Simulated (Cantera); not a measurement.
Cantera run:

```python
import numpy as np
import cantera as ct

gas_names = """
    CL CLO CL2 Mg MgCL MgCL2 MgO Mg2 O O2 O3 Si SiCL SiCL2 SiCL3 SiCL4 SiO SiO2 Si2 Si3
""".split()
cond_names = """
    Mg(cr) Mg(L) MgCL2(s) MgCL2(L) MgO(s) MgO(L) MgSiO3(I) MgSiO3(II) MgSiO3(III) MgSiO3(L) Mg2SiO4(s)
    Mg2SiO4(L) Si(cr) Si(L) SiO2(Lqz) SiO2(hqz) SiO2(L)
""".split()


# ... load() reads the species with a 1 bar reference pressure and builds the phases ...
atoms = {
    'SiO2': {'Si': 1, 'O': 2},
    'MgCl2': {'Mg': 1, 'CL': 2},
    'O2': {'O': 2},
}
top_T = {}  # K; cautious upper limits of use, not melting points


# ... equilibrate(T, P, feed) seeds the gas with the atoms and calls Mixture.equilibrate('TP', solver="vcs", rtol=1e-11, max_steps=5000) ...
results = []
feed = {'SiO2': 1, 'MgCl2': 0.9, 'O2': 0.34}  # mol
T = 1798.15  # K
P = 80  # Pa
mix = equilibrate(T, P, feed)
results.append((T, P, feed, dict(zip(mix.species_names, mix.species_moles))))
print(gas.report(threshold=0.0001))
for i in range(1, mix.n_phases):
    print(f"{mix.phase(i).name:16s} {mix.phase_moles(i):12.5e} mol")
```

It prints:

```
       temperature   1798.2 K
          pressure   80 Pa
           density   0.00026355 kg/m^3
  mean mol. weight   49.253 kg/kmol
   phase of matter   gas

                          1 kg             1 kmol
                     ---------------   ---------------
          enthalpy         9.067e+05        4.4657e+07  J
   internal energy        6.0315e+05        2.9707e+07  J
           entropy            6402.8        3.1535e+05  J/K
    Gibbs function       -1.0606e+07        -5.224e+08  J
 heat capacity c_p            641.76             31609  J/K
 heat capacity c_v            472.95             23294  J/K

                      mass frac. Y      mole frac. X     chem. pot. / RT
                     ---------------   ---------------   ---------------
                CL           0.51918           0.72133           -21.807
               CL2         0.0061082         0.0042433           -43.613
             MgCL2           0.44684           0.23116           -75.136
                 O        0.00028233        0.00086916           -19.343
                O2          0.027463          0.042273           -38.686
     [  +15 minor]          0.000129        0.00012352

Mg(L)             0.00000e+00 mol
MgCL2(L)          0.00000e+00 mol
MgO(s)            0.00000e+00 mol
MgSiO3(III)       5.50967e-01 mol
Mg2SiO4(s)        0.00000e+00 mol
Si(L)             0.00000e+00 mol
SiO2(L)           4.48987e-01 mol
```

Cantera equilibrium calculation (NASA polynomials, part measured and part estimated; ideal gas, pure solids and liquids). Mutual solubility and eutectic melting of coexisting phases are not modelled. The tables hold silica as quartz up to 1696 K and as liquid above; real silica turns to tridymite and cristobalite and melts near 1996 K. Condensed phases not in the tables: alloys, solid solutions and most ternary compounds.
